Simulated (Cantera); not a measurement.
What does this Cantera script print?

```python
import numpy as np
import cantera as ct

gas_names = """
    H HNO HNO2 HNO3 HO2 H2 H2O H2O2 H2S H2SO4 N NH NH2 NH3 NH2OH NO NO2 NO3 N2 N2H2 N2H4 N2O O OH O2 O3
    S SH SN SO SO2 SO3 S2 S2O S8
""".split()
cond_names = """
    H2O(s) H2O(L) H2SO4(L) S(cr1) S(cr2) S(L)
""".split()


# ... load() reads the species with a 1 bar reference pressure and builds the phases ...
atoms = {
    'N2O': {'N': 2, 'O': 1},
    'H2O': {'H': 2, 'O': 1},
    'H2': {'H': 2},
    'SO2': {'S': 1, 'O': 2},
}
top_T = {}  # K; cautious upper limits of use, not melting points


# ... equilibrate(T, P, feed) seeds the gas with the atoms and calls Mixture.equilibrate('TP', solver="vcs", rtol=1e-11, max_steps=5000) ...
results = []
feed = {'N2O': 1, 'H2O': 0.5, 'H2': 0.47, 'SO2': 0.037}  # mol
P = 24000  # Pa
for T in [1925, 2000, 2075, 2150, 2225, 2300, 2375, 2450]:
    mix = equilibrate(T, P, feed)
    results.append((T, P, feed, dict(zip(mix.species_names, mix.species_moles))))
    x = sorted(zip(gas.X, gas.species_names), reverse=True)
    print(f"T = {T:g} K  P = {P:g} Pa  gas = {mix.phase_moles(0):.4g} mol")
    print("   x: " + "  ".join(f"{s} {v:.3e}" for v, s in x if v > 1e-06))
    print("   condensed (mol): " + ("  ".join(f"{mix.phase(i).name} {mix.phase_moles(i):.4g}"
          for i in range(1, mix.n_phases) if mix.phase_moles(i) > 1e-12) or "none"))
```

Output:

```
T = 1925 K  P = 24000 Pa  gas = 2.275 mol
   x: N2 4.379e-01  H2O 4.242e-01  O2 1.140e-01  SO2 1.624e-02  OH 3.531e-03  NO 3.395e-03  H2 4.107e-04  O 2.536e-04  H 3.955e-05  SO3 1.879e-05  SO 7.195e-06  NO2 2.422e-06  HO2 1.894e-06
   condensed (mol): none
T = 2000 K  P = 24000 Pa  gas = 2.276 mol
   x: N2 4.372e-01  H2O 4.227e-01  O2 1.132e-01  SO2 1.622e-02  OH 5.152e-03  NO 4.188e-03  H2 7.400e-04  O 4.595e-04  H 9.030e-05  SO3 1.502e-05  SO 1.462e-05  NO2 2.612e-06  HO2 2.575e-06
   condensed (mol): none
T = 2075 K  P = 24000 Pa  gas = 2.279 mol
   x: N2 4.363e-01  H2O 4.206e-01  O2 1.122e-01  SO2 1.620e-02  OH 7.304e-03  NO 5.082e-03  H2 1.277e-03  O 7.970e-04  H 1.943e-04  SO 2.822e-05  SO3 1.219e-05  HO2 3.416e-06  NO2 2.797e-06
   condensed (mol): none
T = 2150 K  P = 24000 Pa  gas = 2.282 mol
   x: N2 4.351e-01  H2O 4.176e-01  O2 1.111e-01  SO2 1.615e-02  OH 1.009e-02  NO 6.074e-03  H2 2.119e-03  O 1.329e-03  H 3.963e-04  SO 5.202e-05  SO3 1.002e-05  HO2 4.431e-06  NO2 2.973e-06
   condensed (mol): none
T = 2225 K  P = 24000 Pa  gas = 2.288 mol
   x: N2 4.336e-01  H2O 4.135e-01  O2 1.097e-01  SO2 1.607e-02  OH 1.360e-02  NO 7.161e-03  H2 3.392e-03  O 2.140e-03  H 7.701e-04  SO 9.195e-05  SO3 8.325e-06  HO2 5.630e-06  NO2 3.139e-06
   condensed (mol): none
T = 2300 K  P = 24000 Pa  gas = 2.295 mol
   x: N2 4.316e-01  H2O 4.078e-01  O2 1.082e-01  OH 1.792e-02  SO2 1.596e-02  NO 8.336e-03  H2 5.250e-03  O 3.335e-03  H 1.431e-03  SO 1.564e-04  HO2 7.016e-06  SO3 6.976e-06  NO2 3.293e-06
   condensed (mol): none
T = 2375 K  P = 24000 Pa  gas = 2.305 mol
   x: N2 4.291e-01  H2O 4.001e-01  O2 1.066e-01  OH 2.313e-02  SO2 1.579e-02  NO 9.591e-03  H2 7.866e-03  O 5.050e-03  H 2.553e-03  SO 2.564e-04  HO2 8.581e-06  SO3 5.882e-06  NO2 3.434e-06  S 1.112e-06
   condensed (mol): none
T = 2450 K  P = 24000 Pa  gas = 2.319 mol
   x: N2 4.258e-01  H2O 3.901e-01  O2 1.048e-01  OH 2.925e-02  SO2 1.554e-02  H2 1.142e-02  NO 1.091e-02  O 7.447e-03  H 4.383e-03  SO 4.060e-04  HO2 1.031e-05  SO3 4.980e-06  NO2 3.561e-06  S 2.733e-06
   condensed (mol): none
```

Equilibrium computed with Cantera from the NASA thermochemical tables; the gas is ideal and each condensed phase is pure.
